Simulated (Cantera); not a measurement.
An adiabatic, constant-pressure homogeneous reactor starts with 7.32 % CO, 0.351 % H₂, 2.05 % CH₄, 10.2 % O₂, 69.1 % N₂, 11.0 % CO₂, equivalence ratio 0.78, at 1650 K and 560000 Pa.

Model: GRI-Mech 3.0 (53 species, 325 reactions), integrated in Cantera.

One state of this run: T (K) = 2453; x CO = 0.0147; x H₂ = 0.000543; x CH₄ = <1e-12; x CH₂O = 1.79e-11; x O = 0.000786; x C₂H₄ = <1e-12. x: mole fraction; the columns are a selection and need not sum to one.

Task: Which value of t (s) does it belong to?
A. 5.74e-5
B. 0.000339
C. 2.36e-5
D. 0.412

Result: D, 0.412
